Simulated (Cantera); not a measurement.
**Halide evaporation, hydrolysis and transport: CaF2 + O2 + N2**

A closed system holds: 1 mol CaF2, 0.056 mol O2, 420 mol N2, held at 0.100 bar.

Method: chemical equilibrium by Gibbs-energy minimisation in Cantera with the NASA 1993 tables (ideal gas, pure condensed phases). Candidate condensed phases: Ca, CaF2, CaO; 22 gas species. The numbers say what is thermodynamically allowed, not how fast it happens.

From 1050 K to 1650 K the condensed part is CaF2(s). At 1750 K the condensed part is CaF2(l). From 1850 K to 2150 K nothing is condensed.

```json
[
 {"T (K)": "1050", "x N2": "1.000", "x CaF2": "1.43e-11", "x NO": "1.49e-6", "x O2": "0.000133", "n CaF2(s)": "1.00", "n CaF2(l)": "0"},
 {"T (K)": "1150", "x N2": "1.000", "x CaF2": "9.49e-10", "x NO": "3.70e-6", "x O2": "0.000131", "n CaF2(s)": "1.00", "n CaF2(l)": "0"},
 {"T (K)": "1250", "x N2": "1.000", "x CaF2": "3.11e-8", "x NO": "7.89e-6", "x O2": "0.000129", "n CaF2(s)": "1.000", "n CaF2(l)": "0"},
 {"T (K)": "1350", "x N2": "1.000", "x CaF2": "5.91e-7", "x NO": "1.49e-5", "x O2": "0.000126", "n CaF2(s)": "1.000", "n CaF2(l)": "0"},
 {"T (K)": "1450", "x N2": "1.000", "x CaF2": "7.23e-6", "x NO": "2.56e-5", "x O2": "0.000120", "n CaF2(s)": "0.997", "n CaF2(l)": "0"},
 {"T (K)": "1550", "x N2": "1.000", "x CaF2": "6.08e-5", "x NO": "4.05e-5", "x O2": "0.000113", "n CaF2(s)": "0.974", "n CaF2(l)": "0"},
 {"T (K)": "1650", "x N2": "0.999", "x CaF2": "0.000383", "x NO": "5.95e-5", "x O2": "0.000103", "n CaF2(s)": "0.839", "n CaF2(l)": "0"},
 {"T (K)": "1750", "x N2": "0.998", "x CaF2": "0.00177", "x NO": "8.18e-5", "x O2": "9.11e-5", "n CaF2(s)": "0", "n CaF2(l)": "0.254"},
 {"T (K)": "1850", "x N2": "0.997", "x CaF2": "0.00237", "x NO": "0.000106", "x O2": "7.74e-5", "n CaF2(s)": "0", "n CaF2(l)": "0"},
 {"T (K)": "1950", "x N2": "0.997", "x CaF2": "0.00237", "x NO": "0.000129", "x O2": "6.27e-5", "n CaF2(s)": "0", "n CaF2(l)": "0"},
 {"T (K)": "2050", "x N2": "0.997", "x CaF2": "0.00237", "x NO": "0.000149", "x O2": "4.79e-5", "n CaF2(s)": "0", "n CaF2(l)": "0"},
 {"T (K)": "2150", "x N2": "0.997", "x CaF2": "0.00236", "x NO": "0.000161", "x O2": "3.42e-5", "n CaF2(s)": "0", "n CaF2(l)": "0"}
]
```
x: gas mole fraction; n: condensed amount in mol.
